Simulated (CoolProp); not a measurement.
Model: reference Helmholtz-energy equation of state, Lemmon 2006, in CoolProp. It is a short technical equation, of lower accuracy than the large ones.

### Question
For nitrous oxide, give the phase and the Z, fugacity coefficient at 25.95 °C and 17.5 MPa; 95.15 °C and 17.5 MPa; 164.35 °C and 17.5 MPa.

### Answer
- 25.95 °C and 17.5 MPa: liquid; Z 0.351, fugacity coefficient 0.296
- 95.15 °C and 17.5 MPa: supercritical; Z 0.532, fugacity coefficient 0.602
- 164.35 °C and 17.5 MPa: supercritical; Z 0.778, fugacity coefficient 0.782
